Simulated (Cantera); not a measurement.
Counterflow diffusion flame

A counterflow diffusion flame at 1200 Torr, nozzles 20 mm apart: fuel side 96.2 % CH4, 3.85 % C2H6 at 525 K, oxidiser side 20.0 % O2, 80.0 % N2 at 625 K, fuel mass flux 0.85 times the oxidiser's; mixture-averaged transport, no radiation.

Detailed kinetics in Cantera: GRI-Mech 3.0 (53 species, 325 reactions). GRI-Mech 3.0 has no aromatics or soot, which form on the fuel side of real flames. The maximum strain rate includes the flame's own expansion and is several times the mean.

| oxidiser flux (kg/m²/s) | max strain (1/s) | mean strain (1/s) | T max (K) | peak x OH | peak x H | peak x NO | peak x CO | peak x C2H2 |
|---|---|---|---|---|---|---|---|---|
| 0.4 | 215 | 50.5 | 2184 | 0.00790 | 0.00348 | 0.000322 | 0.0538 | 0.0171 |
| 0.52 | 272 | 65.7 | 2174 | 0.00798 | 0.00364 | 0.000307 | 0.0531 | 0.0162 |
| 0.67 | 343 | 84.6 | 2164 | 0.00804 | 0.00379 | 0.000291 | 0.0525 | 0.0155 |
| 0.86 | 431 | 109 | 2155 | 0.00805 | 0.00394 | 0.000274 | 0.0521 | 0.0147 |
| 1.1 | 540 | 139 | 2145 | 0.00806 | 0.00408 | 0.000255 | 0.0517 | 0.0140 |
| 1.4 | 674 | 177 | 2134 | 0.00802 | 0.00420 | 0.000234 | 0.0515 | 0.0133 |
| 1.9 | 893 | 240 | 2118 | 0.00790 | 0.00433 | 0.000205 | 0.0512 | 0.0122 |
| 2.4 | 1110 | 303 | 2104 | 0.00777 | 0.00440 | 0.000180 | 0.0511 | 0.0114 |
| 3.1 | 1410 | 391 | 2087 | 0.00755 | 0.00445 | 0.000152 | 0.0511 | 0.0105 |
| 4 | 1780 | 505 | 2066 | 0.00725 | 0.00443 | 0.000123 | 0.0511 | 0.00939 |
x: mole fraction; the columns are a selection and need not sum to one.
